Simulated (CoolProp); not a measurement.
Properties of R1233zd(E) at several states.

Model: reference Helmholtz-energy equation of state, Akasaka 2022, in CoolProp.

```tsv
T (°C)	p (MPa)	phase	density (kg/m³)	cp (kJ/(kg K))	cv (kJ/(kg K))	speed of sound (m/s)	expansivity (1/kK)
-70.45	0.0792	liquid	1472	1.018	0.7032	1081	1.387
118.95	0.198	gas	8.166	0.9294	0.8561	159.8	2.818
104.75	0.376	gas	16.71	0.9328	0.8460	152.0	3.312
122.25	3.51	liquid	990.4	1.466	0.9444	348.7	4.104
18.75	15.1	liquid	1315	1.142	0.8164	807.5	1.547
2.25	15	liquid	1348	1.116	0.7949	863.5	1.483
```
